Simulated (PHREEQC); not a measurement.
Reverse-osmosis permeate: an equilibrium model

Synthetic water in mg/kgw, 25 °C, pH 6.58, pe 1.1:

```csv
constituent,mg/kgw
Na,0.207
K,0.0905
Ca,2.43
Mg,0.849
Cl,2.21
S(6) as SO4,5.08
Alkalinity as HCO3,1.95
Fe(2),0.0212
```

Valence states are taken as typed.

All values are PHREEQC results (ion-association model, phreeqc.dat), not measurements.

```yaml
ionic_strength: 0.000347 mol/kgw
charge_balance_error: 0.8 %
```

| species | molality | activity | log γ |
|---|---|---|---|
| Cl- | 6.23e-5 | 6.10e-5 | -0.009 |
| Ca+2 | 6.01e-5 | 5.53e-5 | -0.037 |
| SO4-2 | 5.20e-5 | 4.78e-5 | -0.037 |
| Mg+2 | 3.45e-5 | 3.17e-5 | -0.037 |
| HCO3- | 3.21e-5 | 3.15e-5 | -0.009 |
| CO2 | 1.86e-5 | 1.86e-5 | 0.000 |
| Na+ | 9.00e-6 | 8.81e-6 | -0.009 |
| K+ | 2.31e-6 | 2.26e-6 | -0.009 |
| CaSO4 | 4.70e-7 | 4.70e-7 | 0.000 |

No solid was allowed to form. Complexes and solids missing from the database can't appear.
